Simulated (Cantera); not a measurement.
Feed: 1 mol Si₃N₄, 0.011 mol CO₂, 23 mol N₂, 0.038 mol N₂O, equilibrated at 1300 Pa.

These are equilibrium values from Cantera (NASA tables, ideal gas, pure condensed phases), not measurements of a reactor. Candidate condensed phases: C, Si, SiC, SiO₂, Si₂N₂O, Si₃N₄; 34 gas species. Mutual solubility and eutectic melting of coexisting phases are not modelled. Equilibrium is a limit: real reactors are often held back by kinetics, nucleation or transport.

### Question
Which condensed phases are stable at each of these points (T (K)): 1050, 1150, 1250, 1350, 1450, 1550, 1650, 1750?

### Answer
```csv
T (K),condensed phases,Si condensed (%)
1050,C(graphite) + Si₂N₂O(s) + Si₃N₄(s),100.0
1150,C(graphite) + Si₂N₂O(s) + Si₃N₄(s),100.0
1250,C(graphite) + Si₂N₂O(s) + Si₃N₄(s),100.0
1350,C(graphite) + Si₂N₂O(s) + Si₃N₄(s),100.0
1450,SiC(s) + Si₂N₂O(s) + Si₃N₄(s),100.0
1550,Si₂N₂O(s) + Si₃N₄(s),100.0
1650,Si₂N₂O(s) + Si₃N₄(s),99.5
1750,Si₃N₄(s),98.3
```

From 1050 K to 1350 K the condensed part is C(graphite) + Si₂N₂O(s) + Si₃N₄(s). At 1450 K the condensed part is SiC(s) + Si₂N₂O(s) + Si₃N₄(s). From 1550 K to 1650 K the condensed part is Si₂N₂O(s) + Si₃N₄(s). At 1750 K the condensed part is Si₃N₄(s).
